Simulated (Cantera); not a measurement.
A closed system holds: 1 mol SrCl2, 5.9 mol H2O, 0.39 mol N2, held at 1550 K and 19.0 Pa.

Cantera equilibrium calculation (NASA polynomials, part measured and part estimated; ideal gas, pure solids and liquids). Candidate condensed phases: H2O, NH4Cl, Sr, SrCl2, SrO, Sr(OH)2; 35 gas species. Condensed phases not in the tables: oxide chlorides. The numbers say what is thermodynamically allowed, not how fast it happens.

Question: What is the equilibrium state?

Answer: 
```
Property                                   Value
-------------------------------------  ---------
x(H2O)                                     0.764
x(SrCl2)                                  0.0985
x(HCl)                                    0.0745
x(N2)                                     0.0533
x(H2)                                    0.00483
x(Cl)                                    0.00196
x(O2)                                    0.00172
x(OH)                                   0.000845
x(H)                                    0.000159
n(SrO(s))                              0.280 mol
gas amount                             7.314 mol
log10 activity of SrCl2(l) (absent)        -1.70
log10 activity of Sr(OH)2(l) (absent)      -5.20
log10 activity of Sr(l) (absent)          -11.48
```
